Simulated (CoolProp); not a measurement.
Saturation properties of isohexane.

The numbers come from the reference Helmholtz-energy equation of state, Lemmon 2006 in CoolProp. It is a short technical equation, of lower accuracy than the large ones.

| T (K) | p (kPa) | vapour density (kg/m³) | liquid cp (kJ/(kg K)) |
|---|---|---|---|
| 289.7 | 19.66 | 0.7143 | 2.196 |
| 306.3 | 39.13 | 1.358 | 2.275 |
| 322.8 | 71.47 | 2.385 | 2.357 |
| 339.4 | 122.3 | 3.954 | 2.443 |
| 355.9 | 197.1 | 6.219 | 2.533 |
| 372.4 | 302.9 | 9.402 | 2.628 |
| 389 | 447.9 | 13.81 | 2.732 |
| 405.5 | 638.4 | 19.75 | 2.846 |
| 422 | 883.8 | 27.81 | 2.979 |
| 438.6 | 1196 | 38.94 | 3.147 |
| 455.1 | 1581 | 54.65 | 3.388 |
| 471.6 | 2056 | 78.71 | 3.839 |
| 488.2 | 2644 | 124.4 | 5.685 |

It boils at 333.4 K under 1 atm.
